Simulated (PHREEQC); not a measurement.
0.3 g of hydrous ferric oxide (600 m²/g; 0.2 weak and 0.005 strong sites per Fe, Dzombak-Morel constants, diffuse double layer) in 1 kg of water with 0.001 mol/kgw of an inert sodium salt and 9.1e-06 mol/kgw Na2SeO4 and 2.6e-06 mol/kgw H3BO3, at 25 °C; the pH is set by adding NaOH or the inert anion's acid. Oxygen alone is held at its pressure in air (log pO2 = -0.68). CO2 from the air is kept out. No solid was allowed to form.

Base run: PHREEQC, ion-association model, wateq4f.dat. Each further column changes one thing. The table gives surface charge σ (C/m²).

```
pH      base  background salt from 0.001 to 0.0001 mol/kgw  oxide from 0.3 to 1.5 g/kgw  0.00071 mol/kgw NaH2PO4 added
----  ------  --------------------------------------------  ---------------------------  -----------------------------
4      0.117                                         0.071                        0.134                          0.006
4.75   0.062                                         0.029                        0.069                          0.002
5.88   0.021                                         0.008                        0.022                         -0.002
6.62   0.009                                         0.003                        0.010                         -0.004
7.38   0.003                                         0.001                        0.003                         -0.007
8.12   0.000                                         0.000                        0.000                         -0.010
9.25  -0.006                                        -0.002                       -0.006                         -0.017
10    -0.016                                        -0.008                       -0.016                         -0.027
```

 H3PO4, which wateq4f.dat lacks, is added to it with the constant of phreeqc.dat.
